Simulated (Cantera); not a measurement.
Chemical vapour transport: Fe₂O₃ + H₂O + H₂ + HCl

Charge: 1 mol Fe₂O₃, 0.6 mol H₂O, 6.1 mol H₂, 0.68 mol HCl, at 1000 Pa.

Method: chemical equilibrium by Gibbs-energy minimisation in Cantera with the NASA 1993 tables (ideal gas, pure condensed phases). Candidate condensed phases: Fe, FeCl₂, FeCl₃, FeO, Fe(OH)₂, Fe(OH)₃, Fe₂O₃, Fe₃O₄, H₂O; 22 gas species. Mutual solubility and eutectic melting of coexisting phases are not modelled. The tables' stoichiometric FeO is somewhat more stable than real wüstite, so its field is too wide. FeO: taken at fixed stoichiometry. Kinetics and transport are ignored.

| T (K) | x H₂ | x H₂O | x HCl | x FeCl₂ | x H | n FeO(s) | n Fe(γ) |
|---|---|---|---|---|---|---|---|
| 1000 | 0.691 | 0.218 | 0.0898 | 0.00116 | 1.89e-8 | 1.99 | 0 |
| 1050 | 0.691 | 0.218 | 0.0889 | 0.00161 | 6.74e-8 | 1.99 | 0 |
| 1100 | 0.691 | 0.219 | 0.0879 | 0.00214 | 2.15e-7 | 1.98 | 0 |
| 1150 | 0.691 | 0.220 | 0.0866 | 0.00276 | 6.20e-7 | 1.98 | 0 |
| 1200 | 0.691 | 0.220 | 0.0853 | 0.00343 | 1.64e-6 | 1.97 | 0 |
| 1250 | 0.691 | 0.221 | 0.0838 | 0.00416 | 4.02e-6 | 1.97 | 0 |
| 1300 | 0.687 | 0.225 | 0.0824 | 0.00486 | 9.17e-6 | 1.94 | 0.0269 |
| 1350 | 0.676 | 0.238 | 0.0813 | 0.00542 | 1.96e-5 | 1.85 | 0.114 |
x: gas mole fraction; n: condensed amount in mol.

From 1000 K to 1250 K the condensed part is FeO(s). From 1300 K to 1350 K the condensed part is Fe(γ) + FeO(s). The main Fe-bearing gas is FeCl₂ throughout. The share of Fe in condensed phases is highest at 1000 K (99.6 %) and lowest at 1350 K (98.0 %).
